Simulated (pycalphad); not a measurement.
Computed with pycalphad from the COST 507 light-alloy database (1999), at 1 atm. The data set is of 1999 and partly superseded. Kinetics are ignored, which matters at the lower temperatures.

**Question.** How does the equilibrium phase assembly of Ti-0.45Hf-0.22B (at.%) change on cooling from 2850 K to 550 K?

**Answer.** 
```tsv
T (K)	phases above	phases below
1935.2	liquid	bcc + liquid
1814.1	bcc + liquid	bcc + BM
1152.8	bcc + BM	bcc + BM + hcp
1151.6	bcc + BM + hcp	BM + hcp
```
Changes were sought between steps of 100 K, so a narrower field can be missed.

Database names, with the compositions (at.%) that they take in these runs: BM: Ti 50 B 50.
